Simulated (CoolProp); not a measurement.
Vapour-liquid equilibrium of n-heptane (1) + p-xylene (2) at 0.0848 MPa; x and y are mole fractions of (1).

The numbers come from the multi-fluid Helmholtz-energy mixture model, Span 2003 and Zhou 2012; pair parameters Bell 2016 in CoolProp.

Question: Give the bubble temperature and the first vapour's composition at x = 0.5, 0.8, 0.95. Is there an azeotrope?

Answer: x = 0.5: 378.1 K, y = 0.753; x = 0.8: 370.0 K, y = 0.916; x = 0.95: 366.6 K, y = 0.980. No azeotrope shows between x = 0.05 and 0.95.

Pair parameters are fitted to limited data, so mixtures are less certain than the pure fluids.
